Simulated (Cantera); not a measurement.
Feed: 1 mol NaOH, 0.22 mol H2, at 330 Pa.

These are equilibrium values from Cantera (NASA tables, ideal gas, pure condensed phases), not measurements of a reactor. Candidate condensed phases: H2O, Na, NaOH, NaO2, Na2O, Na2O2; 16 gas species. Kinetics and transport are ignored. All values below are at 1127 °C.

Base state: NaOH 0.389, Na 0.305, H2O 0.305, H2 0.000452, Na2(OH)2 0.000269, O2 2.81e-5, NaO 2.74e-5, OH 2.41e-5 (mole fractions); condensed: gas only.

Q: What changes in the equilibrium state with this change: 0.12 mol O2 added?

A: 
```json
[
 {"species": "NaOH", "before": "0.389", "after": "0.646"},
 {"species": "H2O", "before": "0.305", "after": "0.217"},
 {"species": "Na", "before": "0.305", "after": "0.103"},
 {"species": "O2", "before": "2.81e-5", "after": "0.0331"},
 {"species": "H2", "before": "0.000452", "after": "9.37e-6"},
 {"species": "NaO", "before": "2.74e-5", "after": "0.000316"}
]
```
